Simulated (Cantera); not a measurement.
Charge: 1 mol B2H6, 0.12 mol H2O, 1 mol H2, 0.14 mol NH3, equilibrated at 36.8 Torr.

Cantera equilibrium calculation (NASA polynomials, part measured and part estimated; ideal gas, pure solids and liquids). Candidate condensed phases: B, BN, B2O3, B3O3H3, H2O; 39 gas species. The feed counts by its element totals alone. Mutual solubility and eutectic melting of coexisting phases are not modelled. Equilibrium is a limit: real reactors are often held back by kinetics, nucleation or transport. All values below are at 1350 K.

Base state: H2 0.996, HBO 0.00263, B3O3H3 0.00154, B2O2 8.13e-5, HBO2 4.50e-5, B2O3 1.43e-5, H 1.07e-5 (mole fractions); condensed: B(s) + BN(s) + B2O3(l).

Q: What changes in the equilibrium state with this change: pressure from 36.8 Torr to 12.0 Torr?

A: 
```tsv
species	before	after
H2	0.996	0.994
HBO	0.00263	0.00460
B3O3H3	0.00154	0.000876
B2O3	1.43e-5	4.39e-5
B2O2	8.13e-5	0.000249
B(s), mol	1.77	1.77
BN(s), mol	0.140	0.140
B2O3(l), mol	0.0291	0.0284
```

Q: What changes in the equilibrium state with this change: pressure from 36.8 Torr to 10.0 Torr?

A: 
| species | before | after |
|---|---|---|
| H2 | 0.996 | 0.994 |
| HBO | 0.00263 | 0.00503 |
| B3O3H3 | 0.00154 | 0.000799 |
| B2O3 | 1.43e-5 | 5.27e-5 |
| B2O2 | 8.13e-5 | 0.000299 |
| B(s), mol | 1.77 | 1.77 |
| BN(s), mol | 0.140 | 0.140 |
| B2O3(l), mol | 0.0291 | 0.0279 |
